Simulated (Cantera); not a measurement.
**Thermodynamics of iron carbonyl, mercury and lead vapours, feed Fe(CO)₅ + O₂ + N₂**

Input: 1 mol Fe(CO)₅, 0.17 mol O₂, 96 mol N₂, held at 100 Torr.

Equilibrium computed with Cantera from the NASA thermochemical tables; the gas is ideal and each condensed phase is pure. Candidate condensed phases: C, Fe, Fe(CO)₅, FeO, Fe₂O₃, Fe₃O₄; 27 gas species. Rates play no part.

```tsv
T (°C)	log p N₂	log p CO	log p CO₂	log p Fe	log p NO	n Fe(α)	n Fe(γ)
675	-0.90	-2.21	-3.35	<-12	<-12	1.00	0
725	-0.90	-2.21	-3.35	<-12	<-12	1.00	0
775	-0.90	-2.21	-3.35	-12.85	<-12	1.00	0
825	-0.90	-2.21	-3.35	-11.93	<-12	1.00	0
875	-0.90	-2.21	-3.35	-11.10	<-12	1.00	0
925	-0.90	-2.21	-3.35	-10.33	-12.69	0	1.00
975	-0.90	-2.21	-3.35	-9.63	-12.04	0	1.00
1025	-0.90	-2.21	-3.35	-8.99	-11.44	0	1.000
1075	-0.90	-2.21	-3.35	-8.39	-10.88	0	1.000
1125	-0.90	-2.21	-3.35	-7.84	-10.36	0	1.000
1175	-0.90	-2.21	-3.35	-7.32	-9.88	0	1.000
1225	-0.90	-2.21	-3.35	-6.84	-9.43	0	1.000
```
log p: log10 of the partial pressure in bar; n: condensed amount in mol.

From 675 °C to 875 °C the condensed part is Fe(α). From 925 °C to 1225 °C the condensed part is Fe(γ).
